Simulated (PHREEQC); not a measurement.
## Spent oxide etchant (model solution)

Dissolve 0.0056 mol/kgw HF, 0.016 mol/kgw H2SiF6, 0.13 mol/kgw HBF4 and 0.13 mol/kgw HCl at 25 °C. Closed to the air; pH follows from the charge balance.

All values are PHREEQC results (ion-association model, phreeqc.dat), not measurements.

Precipitation was switched off in this run.

Task: Predict the pH, ionic strength, activity of water.

Result: pH 0.65; ionic strength 0.305 mol/kgw; activity of water 0.990.

Task: In which forms is F present?

Result: BF4- 80 %, SiF6-2 15 %, HF 3.1 %, BF3OH- 1.1 % of the F.

SiF6-2 is the database's only silicon fluoride. Real BF4- forms and hydrolyses slowly; the run takes it at equilibrium.
